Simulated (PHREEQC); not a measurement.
Model water analysis in mg/L, 24 °C, pH 6.36, pe 11.6: Na 27.8; K 29.4; Ca 338; Mg 124; Cl 712; S(6) as SO4 124; Alkalinity as HCO3 335; Zn 10.1; Li 0.0709; O(0) (dissolved oxygen) 0.149.

Valence states are taken as typed.

Model: ion-association model, wateq4f.dat, run in PHREEQC.

No solid was allowed to form.

Order these Mg species by the share of Mg that they hold, largest first: MgHCO3+, Mg+2, MgSO4.

Mg+2 (93 %), MgSO4 (4.1 %), MgHCO3+ (2.8 %)

Order these Ca species by the share of Ca that they hold, largest first: CaHCO3+, CaSO4, Ca+2.

Ca+2 (94 %), CaSO4 (3.5 %), CaHCO3+ (2.9 %)

The pH is 6.36 and the ionic strength 0.0409 mol/kgw. The database's zinc carbonate complexes are estimates, stronger than later reviews accept.
